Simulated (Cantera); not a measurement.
## Fluorocarbon and chlorocarbon gases: c-C4F8 + H2

Charge: 1 mol c-C4F8, a varied amount of H2, at 1598 K and 1.33 mbar.

Equilibrium computed with Cantera from the NASA thermochemical tables; the gas is ideal and each condensed phase is pure. Candidate condensed phases: C, C6H6, C7H8, C8H18; 95 gas species. The feed counts by its element totals alone. Gases not in the tables: C2F6 and larger saturated fluorocarbons. The numbers say what is thermodynamically allowed, not how fast it happens.

```tsv
n(H2) (mol)	x HF	x CF4	x H2	x CF2	x F	x H	x CF3	x C2H2 (acetylene)	n C(graphite)
0.16	0.142	0.852	7.38e-11	0.00426	0.00129	1.25e-8	0.000443	<1e-12	2.08
0.21	0.181	0.813	1.22e-10	0.00416	0.00127	1.61e-8	0.000428	<1e-12	2.10
0.28	0.231	0.764	2.05e-10	0.00403	0.00125	2.09e-8	0.000409	<1e-12	2.14
0.38	0.295	0.700	3.49e-10	0.00386	0.00123	2.72e-8	0.000383	<1e-12	2.19
0.5	0.363	0.632	5.56e-10	0.00367	0.00120	3.44e-8	0.000355	<1e-12	2.25
0.67	0.445	0.550	8.96e-10	0.00342	0.00116	4.36e-8	0.000320	<1e-12	2.33
0.9	0.536	0.459	1.42e-9	0.00313	0.00110	5.50e-8	0.000279	<1e-12	2.45
1.2	0.630	0.366	2.21e-9	0.00279	0.00104	6.85e-8	0.000235	<1e-12	2.60
1.6	0.726	0.271	3.40e-9	0.00240	0.000967	8.50e-8	0.000188	<1e-12	2.80
2.2	0.829	0.168	5.63e-9	0.00189	0.000859	1.09e-7	0.000131	<1e-12	3.10
2.9	0.912	0.0856	9.56e-9	0.00135	0.000725	1.43e-7	7.91e-5	<1e-12	3.45
3.9	0.993	0.00608	4.25e-8	0.000360	0.000375	3.00e-7	1.09e-5	1.14e-12	3.95
5.2	0.869	<1e-12	0.130	9.00e-11	1.87e-7	0.000526	<1e-12	3.51e-6	4.00
```
x: gas mole fraction; n: condensed amount in mol.

From 0.16 mol H2 to 5.2 mol H2 the condensed part is C(graphite). The main C-bearing gas is CF4 at 0.16 mol H2 and C2H2 (acetylene) at 5.2 mol H2. The share of C in condensed phases is highest at 5.2 mol H2 (100.0 %) and lowest at 0.16 mol H2 (51.9 %).
